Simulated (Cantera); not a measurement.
A diamond (100) surface in a fixed gas of H2 with x(CH4) = 0.0028, x(H) = 0.0028, x(CH3) = 2e-05, at 1300 K; coverages are run to steady state.

Detailed kinetics in Cantera: the Harris–Goodwin 1993 mechanism for the reconstructed diamond (100) surface.

θ: site fractions in the mechanism's names (c6HH fully hydrogenated, c6H* and c6*H radical sites, c6** diradical, c6HM methylated).

```json
[
 {"P (Pa)": "1200", "growth (µm/h)": "0.0271", "θ c6HH": "0.394", "θ c6H*": "0.0485", "θ c6*H": "0.518", "θ c6**": "0.0391", "θ c6HM": "1.05e-5"},
 {"P (Pa)": "1800", "growth (µm/h)": "0.0448", "θ c6HH": "0.395", "θ c6H*": "0.0485", "θ c6*H": "0.518", "θ c6**": "0.0391", "θ c6HM": "1.60e-5"},
 {"P (Pa)": "2800", "growth (µm/h)": "?", "θ c6HH": "0.395", "θ c6H*": "0.0485", "θ c6*H": "0.518", "θ c6**": "0.0391", "θ c6HM": "?"},
 {"P (Pa)": "4300", "growth (µm/h)": "0.132", "θ c6HH": "0.395", "θ c6H*": "0.0485", "θ c6*H": "0.518", "θ c6**": "0.0391", "θ c6HM": "3.86e-5"},
 {"P (Pa)": "6600", "growth (µm/h)": "0.231", "θ c6HH": "0.394", "θ c6H*": "0.0485", "θ c6*H": "0.518", "θ c6**": "0.0391", "θ c6HM": "5.88e-5"},
 {"P (Pa)": "10000", "growth (µm/h)": "0.406", "θ c6HH": "0.394", "θ c6H*": "0.0485", "θ c6*H": "0.518", "θ c6**": "0.0391", "θ c6HM": "8.73e-5"},
 {"P (Pa)": "16000", "growth (µm/h)": "?", "θ c6HH": "0.394", "θ c6H*": "0.0485", "θ c6*H": "0.518", "θ c6**": "0.0391", "θ c6HM": "?"},
 {"P (Pa)": "24000", "growth (µm/h)": "1.45", "θ c6HH": "0.394", "θ c6H*": "0.0486", "θ c6*H": "0.517", "θ c6**": "0.0391", "θ c6HM": "0.000192"}
]
```

Problem. Fill in the missing entries.

Solution. 
- 2800, growth (µm/h): 0.0773
- 2800, θ c6HM: 2.52e-5
- 16000, growth (µm/h): 0.793
- 16000, θ c6HM: 0.000135
